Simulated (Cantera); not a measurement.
What does this Cantera script print?

```python
import numpy as np
import cantera as ct

gas = ct.Solution("gri30.yaml")
gas.TPX = 350, 500000, {'CO': 1, 'H2': 0.62, 'O2': 0.736, 'N2': 2.77}
inlet = ct.Reservoir(gas, clone=True)
gas.equilibrate("HP")  # start burning
reactor = ct.IdealGasConstPressureReactor(gas, energy="on", clone=False)
exhaust = ct.Reservoir(gas, clone=True)
tau = [0.073, 0.023, 0.0075, 0.0024, 0.00077, 0.00025, 7.9e-05, 2.5e-05, 8.2e-06][0]
for a, b in ((inlet, reactor), (reactor, exhaust)):
    ct.MassFlowController(a, b, mdot=lambda t: reactor.mass / tau)
net = ct.ReactorNet([reactor])
show = ['CO', 'H2', 'O2', 'H2O', 'O', 'NO', 'H2O2']

rows = []
print(f"{'tau/s':>10s}{'T/K':>9s}" + "".join(f"{s:>11s}" for s in show))
for tau in [0.073, 0.023, 0.0075, 0.0024, 0.00077, 0.00025, 7.9e-05, 2.5e-05, 8.2e-06]:
    net.initial_time = 0.0
    net.advance(30 * tau)
    before = gas.X
    net.advance(40 * tau)
    drift = np.max(np.abs(gas.X - before) / (gas.X + 1e-9))
    rows.append([gas.T, *gas[show].X, drift])
    print(f"{tau:10.3e}{gas.T:9.1f}" + "".join(f"{x:11.3e}" for x in gas[show].X))
```

It prints:

```
     tau/s      T/K         CO         H2         O2        H2O          O         NO       H2O2
 7.300e-02   2473.3  4.188e-02  4.937e-03  4.378e-03  1.327e-01  3.925e-04  2.614e-03  1.326e-07
 2.300e-02   2468.2  4.246e-02  5.021e-03  4.808e-03  1.325e-01  4.331e-04  2.334e-03  1.413e-07
 7.500e-03   2454.4  4.402e-02  5.248e-03  5.870e-03  1.318e-01  5.408e-04  1.780e-03  1.619e-07
 2.400e-03   2420.5  4.770e-02  5.811e-03  8.142e-03  1.302e-01  8.117e-04  1.056e-03  2.046e-07
 7.700e-04   2354.0  5.450e-02  6.929e-03  1.204e-02  1.273e-01  1.421e-03  5.035e-04  2.833e-07
 2.500e-04   2250.0  6.418e-02  8.690e-03  1.750e-02  1.228e-01  2.610e-03  2.213e-04  4.257e-07
 7.900e-05   2103.2  7.632e-02  1.106e-02  2.452e-02  1.166e-01  4.657e-03  1.123e-04  7.083e-07
 2.500e-05   1907.9  9.202e-02  1.363e-02  3.391e-02  1.095e-01  7.322e-03  6.849e-05  1.413e-06
 8.200e-06   1588.3  1.307e-01  1.816e-02  5.694e-02  1.033e-01  7.149e-03  1.881e-05  5.045e-06
```

Detailed kinetics in Cantera: GRI-Mech 3.0 (53 species, 325 reactions). The hydrogen kinetics of GRI-Mech 3.0 are dated; newer H2 mechanisms differ, most at raised pressure.
